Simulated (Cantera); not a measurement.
Input: 1 mol Cr, 0.16 mol NH3, 440 mol H2, a varied amount of O2, held at 10.0 Torr.

Equilibrium computed with Cantera from the NASA thermochemical tables; the gas is ideal and each condensed phase is pure. Candidate condensed phases: Cr, CrN, Cr2N, Cr2O3, H2O; 29 gas species. Mutual solubility and eutectic melting of coexisting phases are not modelled. Kinetics and transport are ignored.

### Question
What condenses at these points (T in K, n(O2) in mol): (1348, 0.36); (1498, 0.36); (1648, 0.36); (1273, 5.4); (1573, 3.2); (1948, 3.9); (1198, 5.4)?

### Answer
```csv
T (K),n(O2) in mol,condensed phases,Cr condensed (%)
1348,0.36,Cr + Cr2O3,99.9
1498,0.36,Cr + Cr2O3,98.2
1648,0.36,Cr,70.5
1273,5.4,Cr2O3,100.0
1573,3.2,Cr2O3,99.4
1948,3.9,gas only,0.0
1198,5.4,Cr2O3,100.0
```
